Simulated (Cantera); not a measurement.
A closed system holds: 1 mol Fe₃O₄, 33 mol H₂, 28 mol N₂, at 2.30 bar.

Cantera equilibrium calculation (NASA polynomials, part measured and part estimated; ideal gas, pure solids and liquids). Candidate condensed phases: Fe, FeO, Fe(OH)₂, Fe(OH)₃, Fe₂O₃, Fe₃O₄, H₂O; 27 gas species. Rates play no part.

### Question
Which condensed phases are stable at each of these points (T (K)): 1650, 1700, 1750, 1800, 1850, 1900, 1950?

### Answer
```csv
T (K),condensed phases,Fe condensed (%)
1650,Fe(γ),100.0
1700,Fe(δ),100.0
1750,Fe(δ),100.0
1800,Fe(δ),100.0
1850,Fe(l),99.9
1900,Fe(l),99.9
1950,Fe(l),99.8
```

At 1650 K the condensed part is Fe(γ). From 1700 K to 1800 K the condensed part is Fe(δ). From 1850 K to 1950 K the condensed part is Fe(l).
